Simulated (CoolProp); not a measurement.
Saturated liquid density (kg/m³) of CH3F (R41): the reference equation beside estimates from Tc = 44.1 °C, pc = 5.906 MPa, ω = 0.200.

Model: reference Helmholtz-energy equation of state, Lemmon 2006, in CoolProp. It is a short technical equation, of lower accuracy than the large ones.

| T (°C) | reference | van der Waals | Redlich-Kwong | Soave-Redlich-Kwong |
|---|---|---|---|---|
| -85.25 | 895.4 | 472.2 | 695.6 | 710.3 |
| -76.35 | 877.0 | 463.1 | 680.0 | 695.9 |
| -67.55 | 858.2 | 453.7 | 663.7 | 680.8 |
| -58.65 | 838.4 | 443.8 | 646.2 | 664.5 |
| -49.75 | 817.9 | 433.3 | 627.7 | 646.9 |
| -40.85 | 796.4 | 422.3 | 608.1 | 628.1 |
| -32.05 | 774.1 | 410.8 | 587.4 | 608.0 |
| -23.15 | 750.1 | 398.3 | 565.0 | 585.9 |
| -14.25 | 724.4 | 384.9 | 540.9 | 561.9 |
| -5.35 | 696.7 | 370.4 | 514.8 | 535.4 |

Absolute difference from the reference over all 10 rows, mean and median: van der Waals 47.0 and 47.0 %, Redlich-Kwong 23.7 and 23.4 %, Soave-Redlich-Kwong 21.4 and 21.0 %.
